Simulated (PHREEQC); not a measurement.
30 mol of Mirabilite (Na2SO4:10H2O) is brought to equilibrium with 1 kg of water holding 0.068 mol/kgw NaOH, at 25 °C and several pressures. CO2 from the air is kept out. Only these solids could form: Mirabilite, Thenardite.

Model: Pitzer model, pitzer.dat, run in PHREEQC.

```tsv
P (atm)	pH	dissolved Na (mol/kgw)	dissolved S (mol/kgw)
1	12.41	3.92	1.94
50	?	3.93	1.94
100	?	3.93	1.94
200	?	3.91	1.93
300	12.34	3.89	1.92
400	12.33	3.85	1.90
500	?	3.81	1.88
600	?	3.77	1.86
800	?	3.67	1.81
1000	12.23	3.58	1.77
```

Question: Fill in the missing entries.

Answer: 
- 50, pH: 12.39
- 100, pH: 12.38
- 200, pH: 12.36
- 500, pH: 12.31
- 600, pH: 12.29
- 800, pH: 12.26

Complexes and solids missing from the database can't appear. In brines, pH and single-ion activities rest on the MacInnes convention.
